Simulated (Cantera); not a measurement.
Feed: 1 mol PbO, 20 mol H₂, 0.022 mol O₂, held at 577 °C and 101000 Pa.

Method: chemical equilibrium by Gibbs-energy minimisation in Cantera with the NASA 1993 tables (ideal gas, pure condensed phases). Candidate condensed phases: H₂O, Pb, PbO, PbO₂, Pb₃O₄; 12 gas species. The numbers say what is thermodynamically allowed, not how fast it happens.

Q: What is the equilibrium state?

A: 
```
Property                                Value
----------------------------------  ---------
x(H₂)                                   0.948
x(H₂O)                                 0.0522
n(Pb(l))                            1.000 mol
gas amount                          20.00 mol
log10 activity of PbO₂(s) (absent)     -20.60
```
